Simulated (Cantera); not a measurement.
# Thermodynamics of hydrogen reduction and annealing atmospheres, feed Cr2O3 + H2 + H2O

Feed: 1 mol Cr2O3, 0.95 mol H2, 0.088 mol H2O, at 0.368 Torr.

Cantera equilibrium calculation (NASA polynomials, part measured and part estimated; ideal gas, pure solids and liquids). Candidate condensed phases: Cr, Cr2O3, H2O; 13 gas species. Rates play no part.

From 652 °C to 1852 °C the condensed part is Cr2O3(s).

```csv
T (°C),x H2,x H2O,x H,x Cr,x CrO,n Cr2O3(s)
652,0.915,0.0848,1.13e-8,<1e-12,<1e-12,1.00
852,0.915,0.0848,1.92e-6,<1e-12,<1e-12,1.00
1052,0.915,0.0848,7.07e-5,4.14e-9,7.99e-11,1.00
1252,0.914,0.0847,0.00102,3.76e-6,1.15e-7,1.000
1452,0.906,0.0853,0.00799,0.000661,2.92e-5,1.000
1652,0.822,0.114,0.0392,0.0219,0.00189,0.987
1852,0.506,0.227,0.117,0.102,0.0353,0.907
```
x: gas mole fraction; n: condensed amount in mol.
